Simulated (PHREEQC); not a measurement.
**Copper plating or etch bath: speciation**

Dissolve 0.2 mol CuCl2 and 0.00012 mol FeCl3 per kg of water at 90 °C. Closed to the air; pH follows from the charge balance.

Computed with PHREEQC (ion-association model, phreeqc.dat).

Each row changes one thing in this solution. This is a speciation only: nothing precipitates in the calculation.

| case | pH | ionic strength (mol/kgw) | Cl- (mol/kgw) | CuCl+ (mol/kgw) | Cu+2 (mol/kgw) | CuCl2 (mol/kgw) |
|---|---|---|---|---|---|---|
| as made | 3.54 | 0.305 | 0.247 | 0.129 | 0.0583 | 0.0121 |
| temperature from 90 to 70 °C | [?] | 0.361 | 0.276 | 0.106 | 0.0850 | 0.00932 |
| CuCl2 from 0.2 to 0.02 mol/kgw | 3.67 | 0.0460 | 0.0331 | 0.00697 | 0.0129 | 0.000139 |
| diluted 100-fold with water | 4.47 | 0.00563 | 0.00383 | 0.000177 | 0.00179 | 5.37e-7 |
| FeCl3 replaced by HCl at the same molality | 3.59 | 0.305 | 0.246 | 0.129 | 0.0583 | 0.0121 |
| CuCl2 from 0.2 to 0.04 mol/kgw | 3.64 | 0.0826 | 0.0612 | 0.0180 | 0.0214 | 0.000590 |
| FeCl3 from 0.00012 to 0.00018 mol/kgw | 3.48 | 0.305 | 0.247 | [?] | 0.0583 | 0.0121 |
| temperature from 90 to 10 °C | 3.96 | [?] | 0.377 | [?] | 0.178 | [?] |

Q: Complete the blanks.

A: 
- temperature from 90 to 70 °C, pH: 3.62
- FeCl3 from 0.00012 to 0.00018 mol/kgw, CuCl+ (mol/kgw): 0.130
- temperature from 90 to 10 °C, ionic strength (mol/kgw): 0.555
- temperature from 90 to 10 °C, CuCl+ (mol/kgw): 0.0208
- temperature from 90 to 10 °C, CuCl2 (mol/kgw): 0.00131

Some of these states are supersaturated (in Hematite (slow to form), Goethite (slow to form), for instance). Away from 25 °C the constants follow the database's enthalpies or fits; those with neither stay at their 25 °C values.
